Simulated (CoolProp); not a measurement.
The fluid at 298.15 K and 0.55 MPa expands adiabatically to 0.203 MPa with isentropic efficiency 0.8. The same conditions are run with several fluids, on thermodynamics alone (safety and materials aside).

The numbers come from the reference Helmholtz-energy equation of state of each fluid (C3F8 (R218): Lemmon 2006; CF4 (R14): Platzer 1990; ammonia: Gao 2020; R410A: Lemmon 2003; C2F6 (R116): Lemmon 2006) in CoolProp. The equations of Platzer and Polt are older, rougher fits. Blends and air are pseudo-pure fits.

```csv
fluid,work (kJ/kg),final temperature (K),final phase,final density (kg/m³)
C3F8 (R218),9.25,___,gas,___
CF4 (R14),20.6,265.7,gas,___
ammonia,98.9,___,"two-phase, vapour fraction 0.984",1.73
R410A,23.7,262.2,gas,___
C2F6 (R116),___,___,gas,___
```

**Question.** Complete the blanks.

**Answer.** 
- C3F8 (R218), final temperature (K): 281.3
- C3F8 (R218), final density (kg/m³): 17.3
- CF4 (R14), final density (kg/m³): 8.18
- ammonia, final temperature (K): 254.6
- R410A, final density (kg/m³): 7.07
- C2F6 (R116), work (kJ/kg): 13.1
- C2F6 (R116), final temperature (K): 277.9
- C2F6 (R116), final density (kg/m³): 12.5
